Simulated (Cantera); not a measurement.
Standard-state values (1 bar) from the NASA 1993 polynomials, evaluated with Cantera. Values are per mole of reaction as written; species without (g) are pure solids or liquids, kept so even where they would boil at 1 bar.

### Question
Between 2225 and 2425 K, where is each reaction favourable under standard conditions?
- MgO = O(g) + Mg(g)

### Answer
- MgO = O(g) + Mg(g): ΔG° is 381 kJ at 2225 K and 327 kJ at 2425 K; it stays positive (K < 1). ΔH° is 976 kJ and ΔS° 267 J/K at 2425 K.
